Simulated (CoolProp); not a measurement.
The numbers come from the reference Helmholtz-energy equation of state, Leachman 2009 in CoolProp.

For normal hydrogen, give the phase and the Z, cp (kJ/(kg K)), speed of sound (m/s), Prandtl number at -208.55 °C and 7.69 MPa; -165.85 °C and 7.69 MPa.


- -208.55 °C and 7.69 MPa: supercritical; Z 0.907, cp 16.1, speed of sound 822, Prandtl number 0.912
- -165.85 °C and 7.69 MPa: supercritical; Z 1.04, cp 13.2, speed of sound 932, Prandtl number 0.722

Viscosity comes from a separate model (Muzny 2013). Thermal conductivity comes from a separate model (Assael 2011).
